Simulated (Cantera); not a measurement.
**Thermodynamics of iron carbonyl, mercury and lead vapours, feed Pb + H2 + N2**

Charge: 1 mol Pb, 1.1 mol H2, 30 mol N2, held at 948.15 K and 0.190 bar.

Method: chemical equilibrium by Gibbs-energy minimisation in Cantera with the NASA 1993 tables (ideal gas, pure condensed phases). Candidate condensed phases: Pb; 11 gas species. Equilibrium is a limit: real reactors are often held back by kinetics, nucleation or transport.

- x(N2): 0.965
- x(H2): 0.0354
- x(Pb): 2.53e-5
- x(NH3): 1.04e-6
- n(Pb(l)): 0.999 mol
- gas amount: 31.10 mol
